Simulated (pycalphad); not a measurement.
All values are pycalphad results on the COST 507 light-alloy database (1999) (1 atm), not direct measurements. These are 1990s assessments: newer ones move some temperatures and phases. Not assessed as a whole: an extrapolation from subsystems, which can miss ternary compounds. Amounts are mole fractions of atoms. Diffusion is slow at the low end, where real alloys seldom reach equilibrium.

Task: Give the equilibrium state of Ti-4.05V-0.5464Si (wt.%) at 650 K.

Result: hcp, fraction 0.933, with 0.79 V, 0.17 Si wt.%; bcc, fraction 0.041, with 77.3 V, 0.01 Si wt.%; SITI3, fraction 0.026, with no V, 16.4 Si wt.%.

Task: Give the equilibrium state of Ti-4.05V-0.5464Si (wt.%) at 1850 K.

Result: bcc, fraction 0.921, with 4.0 V, 0.38 Si wt.%; liquid, fraction 0.079, with 4.8 V, 2.5 Si wt.%.

Database names, with the compositions (at.%) that they take in these runs: SITI3: Ti 75 Si 25. An entry "none" or "no" means that the model of the phase leaves that element out.
